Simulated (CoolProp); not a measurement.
Saturation properties of C2F6 (R116).

The numbers come from the reference Helmholtz-energy equation of state, Lemmon 2006 in CoolProp. It is a short technical equation, of lower accuracy than the large ones.

```json
[
 {"T (K)": "186", "p (MPa)": "0.06057", "vapour density (kg/m³)": "5.580", "vapour viscosity (µPa s)": "8.72"},
 {"T (K)": "191.8", "p (MPa)": "0.08475", "vapour density (kg/m³)": "7.638", "vapour viscosity (µPa s)": "8.98"},
 {"T (K)": "197.6", "p (MPa)": "0.1159", "vapour density (kg/m³)": "10.25", "vapour viscosity (µPa s)": "9.24"},
 {"T (K)": "203.4", "p (MPa)": "0.1553", "vapour density (kg/m³)": "13.50", "vapour viscosity (µPa s)": "9.49"},
 {"T (K)": "209.2", "p (MPa)": "0.2043", "vapour density (kg/m³)": "17.51", "vapour viscosity (µPa s)": "9.75"},
 {"T (K)": "215.1", "p (MPa)": "0.2655", "vapour density (kg/m³)": "22.49", "vapour viscosity (µPa s)": "10.0"},
 {"T (K)": "220.9", "p (MPa)": "0.3383", "vapour density (kg/m³)": "28.41", "vapour viscosity (µPa s)": "10.3"},
 {"T (K)": "226.7", "p (MPa)": "0.4252", "vapour density (kg/m³)": "35.52", "vapour viscosity (µPa s)": "10.5"},
 {"T (K)": "232.5", "p (MPa)": "0.5278", "vapour density (kg/m³)": "44.02", "vapour viscosity (µPa s)": "10.8"},
 {"T (K)": "238.3", "p (MPa)": "0.6478", "vapour density (kg/m³)": "54.14", "vapour viscosity (µPa s)": "11.1"},
 {"T (K)": "244.1", "p (MPa)": "0.7870", "vapour density (kg/m³)": "66.20", "vapour viscosity (µPa s)": "11.4"},
 {"T (K)": "249.9", "p (MPa)": "0.9472", "vapour density (kg/m³)": "80.59", "vapour viscosity (µPa s)": "11.8"},
 {"T (K)": "255.8", "p (MPa)": "1.134", "vapour density (kg/m³)": "98.17", "vapour viscosity (µPa s)": "12.2"},
 {"T (K)": "261.6", "p (MPa)": "1.343", "vapour density (kg/m³)": "119.1", "vapour viscosity (µPa s)": "12.7"}
]
```

It boils at 195.1 K under 1 atm.

Viscosity comes from a separate model (Huber 2003), an estimate that may be off by 10 % or more.
